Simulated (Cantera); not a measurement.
Cantera run:

```python
import numpy as np
import cantera as ct

gas_names = """
    Ca CaCL CaCL2 Ca2 CL CL2 N N2
""".split()
cond_names = """
    Ca(a) Ca(b) Ca(L) CaCL2(s) CaCL2(L)
""".split()


# ... load() reads the species with a 1 bar reference pressure and builds the phases ...
atoms = {
    'CaCl2': {'Ca': 1, 'CL': 2},
    'N2': {'N': 2},
}
top_T = {}  # K; cautious upper limits of use, not melting points


# ... equilibrate(T, P, feed) seeds the gas with the atoms and calls Mixture.equilibrate('TP', solver="vcs", rtol=1e-11, max_steps=5000) ...
results = []
feed = {'CaCl2': 1, 'N2': 230}  # mol
T = 1625  # K
P = 94  # Pa
mix = equilibrate(T, P, feed)
results.append((T, P, feed, dict(zip(mix.species_names, mix.species_moles))))
x = sorted(zip(gas.X, gas.species_names), reverse=True)
print(f"T = {T:g} K  P = {P:g} Pa  gas = {mix.phase_moles(0):.4g} mol")
print("   x: " + "  ".join(f"{s} {v:.3e}" for v, s in x if v > 0.001))
print("   condensed (mol): " + ("  ".join(f"{mix.phase(i).name} {mix.phase_moles(i):.4g}"
      for i in range(1, mix.n_phases) if mix.phase_moles(i) > 1e-12) or "none"))
```

Output:

```
T = 1625 K  P = 94 Pa  gas = 231 mol
   x: N2 9.956e-01  CaCL2 4.298e-03
   condensed (mol): none
```

These are equilibrium values from Cantera (NASA tables, ideal gas, pure condensed phases), not measurements of a reactor.
